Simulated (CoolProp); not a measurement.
R142b along the isotherm 196.85 °C: density (kg/m³) from the reference equation and from simpler models built on Tc = 137.1 °C, pc = 4.055 MPa, ω = 0.232; each cubic takes its own stable root.

Values from CoolProp's reference Helmholtz-energy equation of state, Lemmon 2006. It is a short technical equation, of lower accuracy than the large ones.

```tsv
p (MPa)	phase	reference	ideal gas	van der Waals	Redlich-Kwong	Soave-Redlich-Kwong	Peng-Robinson
0.608	gas	16.17	15.64	16.16	16.20	16.16	16.24
1.22	gas	33.65	31.37	33.63	33.78	33.58	33.93
1.82	gas	52.16	46.80	52.18	52.47	51.97	52.79
2.43	gas	72.65	62.49	72.84	73.25	72.21	73.75
3.04	gas	95.18	78.18	95.79	96.21	94.28	96.83
3.65	gas	120.2	93.87	121.8	121.9	118.5	122.4
4.26	supercritical	148.3	109.6	152.1	150.9	145.3	150.9
4.87	supercritical	180.1	125.2	188.4	184.2	175.0	182.7
5.47	supercritical	215.8	140.7	232.7	221.9	207.4	217.7
6.08	supercritical	257.2	156.4	287.3	265.6	243.7	256.8
```
